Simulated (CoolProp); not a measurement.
Properties of water at several states (Tc = 647.1 K, pc = 22.06 MPa, ω = 0.344).

Model: reference Helmholtz-energy equation of state, Wagner 2002, in CoolProp.

```csv
T (K),p (MPa),phase,density (kg/m³),cv (kJ/(kg K)),fugacity coefficient
991,3.5,gas,7.725,1.843,0.9907
333,100,liquid,1023,3.788,0.0003768
867.5,3.24,gas,8.220,1.767,0.9847
339.6,2.71,liquid,980.9,3.938,0.009966
926.3,18.7,gas,47.00,1.921,0.9339
608.8,12.8,gas,71.87,3.073,0.7476
```
